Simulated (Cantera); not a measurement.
Cantera run:

```python
import numpy as np
import cantera as ct

gas_names = """
    CL CL2 H HCL H2 N NH NH2 NH3 N2 N2H2 N2H4 Si SiCL SiCL2 SiCL3 SiCL4 SiH SiHCL3 SiH2 SiH2CL2 SiH3
    SiH3CL SiH4 SiN Si2 Si2N Si3
""".split()
cond_names = """
    NH4CL(a) NH4CL(b) Si(cr) Si(L) Si3N4(a)
""".split()


# ... load() reads the species with a 1 bar reference pressure and builds the phases ...
atoms = {
    'SiHCl3': {'Si': 1, 'H': 1, 'CL': 3},
    'N2': {'N': 2},
    'H2': {'H': 2},
}
top_T = {'Si3N4(a)': 2400}  # K; cautious upper limits of use, not melting points


# ... equilibrate(T, P, feed) seeds the gas with the atoms and calls Mixture.equilibrate('TP', solver="vcs", rtol=1e-11, max_steps=5000) ...
results = []
T = 1025  # K
P = 1000  # Pa
for m in [0.59, 0.94, 1.5, 2.4, 3.8, 6.1, 9.8, 16, 25, 40, 64]:
    feed = {'SiHCl3': 1, 'N2': 73, 'H2': m}  # mol
    mix = equilibrate(T, P, feed)
    results.append((T, P, feed, dict(zip(mix.species_names, mix.species_moles))))

top = {s: max(r[3][s] / sum(r[3][g] for g in gas_names) for r in results) for s in gas_names}
cols = sorted((s for s in top if top[s] > 0.0001), key=lambda s: -top[s])[:6]
seen = [c for c in cond_names if any(r[3].get(c, 0) > 1e-12 for r in results)]
print("log10 of partial pressures in bar; condensed amounts in mol")
print(f"{'n(H2)':>10s}" + "".join(f"{s[:9]:>10s}" for s in cols + seen))
for T, P, feed, n in results:
    ng = sum(n[g] for g in gas_names)
    print(f"{feed['H2']:10.4g}" + "".join(f"{np.log10(max(n[s] / ng * P / 1e5, 1e-99)):10.3f}" for s in cols)
          + "".join(f"{n.get(c, 0):10.4g}" for c in seen))
```

It prints:

```
log10 of partial pressures in bar; condensed amounts in mol
     n(H2)        N2        H2       HCL     SiCL4  Si3N4(a)
      0.59    -2.014    -4.630    -3.612    -4.409    0.2356
      0.94    -2.016    -4.367    -3.527    -4.596    0.2693
       1.5    -2.020    -4.051    -3.456    -4.941    0.3042
       2.4    -2.025    -3.723    -3.424    -5.463    0.3244
       3.8    -2.033    -3.443    -3.420    -6.003    0.3307
       6.1    -2.046    -3.197    -3.430    -6.524    0.3325
       9.8    -2.066    -2.980    -3.448    -7.020    0.3331
        16    -2.097    -2.780    -3.479    -7.523    0.3332
        25    -2.138    -2.617    -3.520    -7.985    0.3333
        40    -2.199    -2.467    -3.581    -8.488    0.3333
        64    -2.282    -2.342    -3.664    -9.015    0.3333
```

Cantera equilibrium calculation (NASA polynomials, part measured and part estimated; ideal gas, pure solids and liquids). N2 is the only nitrogen source here; it is nearly inert below about 1500 K, so the nitride shown seldom forms there in practice. The tables' values for SiCl3 are old estimates; treat these amounts as uncertain.
